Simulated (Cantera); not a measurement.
Charge: 1 mol Pb, 0.57 mol NH3, 11 mol N2, 0.0052 mol H2S, held at 10.0 mbar.

These are equilibrium values from Cantera (NASA tables, ideal gas, pure condensed phases), not measurements of a reactor. Candidate condensed phases: Pb, PbS, S; 18 gas species. Equilibrium is a limit: real reactors are often held back by kinetics, nucleation or transport.

x: gas mole fraction; n: condensed amount in mol.

```tsv
T (K)	x N2	x Pb	x H2	x H	x PbS	x H2S	x S	n Pb(l)
975	0.928	0.000917	0.0707	?	0.000351	7.68e-5	2.15e-12	0.985
1075	0.922	0.00759	0.0702	?	0.000408	1.67e-5	1.58e-11	0.902
1175	0.888	0.0435	0.0677	?	0.000405	4.05e-6	7.35e-11	0.442
1275	0.858	0.0757	0.0654	?	0.000393	2.98e-6	6.58e-10	0
1375	0.858	0.0757	0.0654	?	0.000391	3.88e-6	7.06e-9	0
1475	0.858	0.0757	0.0654	?	0.000390	4.88e-6	5.50e-8	0
1575	0.858	0.0757	0.0654	?	0.000387	5.93e-6	3.29e-7	0
1675	0.858	0.0757	0.0653	?	0.000381	7.00e-6	1.58e-6	0
1775	0.858	0.0757	0.0650	?	0.000368	7.93e-6	6.26e-6	0
1875	0.858	0.0757	0.0645	?	0.000341	8.44e-6	2.05e-5	0
1975	0.857	0.0756	0.0636	?	0.000290	8.09e-6	5.42e-5	0
```

**Question.** What belongs in the gaps?

**Answer.** 
- 975, x H: 3.04e-9
- 1075, x H: 3.89e-8
- 1175, x H: 3.19e-7
- 1275, x H: 1.89e-6
- 1375, x H: 8.76e-6
- 1475, x H: 3.32e-5
- 1575, x H: 0.000106
- 1675, x H: 0.000297
- 1775, x H: 0.000738
- 1875, x H: 0.00167
- 1975, x H: 0.00345
